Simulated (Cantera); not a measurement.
A perfectly stirred reactor is fed with 7.69 % N2O, 92.3 % N2, at 760 Torr; it is held at 1325 K, and followed from long to short residence time.

Detailed kinetics in Cantera: GRI-Mech 3.0 (53 species, 325 reactions). GRI-Mech 3.0 was tuned for natural gas; its chemistry of N2O as a main component is partial and can be far from experiment. The mechanism lacks 2 NO + O2 → 2 NO2 and HONO, so NO2 and the effect of NO are under-described below about 1400 K.

Q: Predict: x(N2O) at τ = 1.50 s; x(O2) at τ = 1.50 s; x(NO2) at τ = 1.50 s; x(NO) at τ = 1.50 s; x(N2) at τ = 1.50 s; x(N2O) at τ = 14.0 ms; x(O2) at τ = 14.0 ms; x(NO2) at τ = 14.0 ms; x(NO) at τ = 14.0 ms; x(N2) at τ = 14.0 ms.

A: 
- x(N2O) at τ = 1.50 s: 0.0117
- x(O2) at τ = 1.50 s: 0.0284
- x(NO2) at τ = 1.50 s: 5.20e-5
- x(NO) at τ = 1.50 s: 0.00591
- x(N2) at τ = 1.50 s: 0.954
- x(N2O) at τ = 14.0 ms: 0.0718
- x(O2) at τ = 14.0 ms: 0.00209
- x(NO2) at τ = 14.0 ms: 5.87e-6
- x(NO) at τ = 14.0 ms: 0.000780
- x(N2) at τ = 14.0 ms: 0.925
